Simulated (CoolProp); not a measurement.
Properties of ethylene along the isotherm 276 K.

The numbers come from the reference Helmholtz-energy equation of state, Smukala 2000 in CoolProp.

```
p (MPa)  phase       Z  Joule-Thomson coefficient (K/MPa)  isothermal compressibility (1/MPa)
-------  -----  ------  ---------------------------------  ----------------------------------
0.18       gas  0.9870                              12.38                               5.629
0.36       gas  0.9737                              12.47                               2.854
0.54       gas  0.9602                              12.57                               1.931
0.72       gas  0.9464                              12.67                               1.471
0.9        gas  0.9323                              12.77                               1.196
1.08       gas  0.9178                              12.87                               1.014
1.26       gas  0.9030                              12.97                              0.8859
1.44       gas  0.8878                              13.08                              0.7908
1.62       gas  0.8722                              13.19                              0.7181
1.8        gas  0.8561                              13.30                              0.6614
1.98       gas  0.8396                              13.41                              0.6165
2.16       gas  0.8224                              13.53                              0.5808
2.34       gas  0.8047                              13.64                              0.5524
2.52       gas  0.7862                              13.76                              0.5301
```
